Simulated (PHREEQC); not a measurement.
0.091 g of hydrous ferric oxide (600 m²/g; 0.2 weak and 0.005 strong sites per Fe, Dzombak-Morel constants, diffuse double layer) in 1 kg of water with 0.005 mol/kgw of an inert sodium salt, at 25 °C; the pH is set by adding NaOH or the inert anion's acid. Oxygen is held at 0.21 atm. The system is closed to CO2. Nothing may precipitate in this run.

Equilibrium calculation in PHREEQC: ion-association model, wateq4f.dat.

Problem. Predict surface charge σ (C/m²), surface potential ψ (mV) at pH = 5.5, 11.

Solution. 
```json
[
 {"pH": "5.5", "surface charge σ (C/m²)": "0.060", "surface potential ψ (mV)": "137"},
 {"pH": "11", "surface charge σ (C/m²)": "-0.081", "surface potential ψ (mV)": "-148"}
]
```
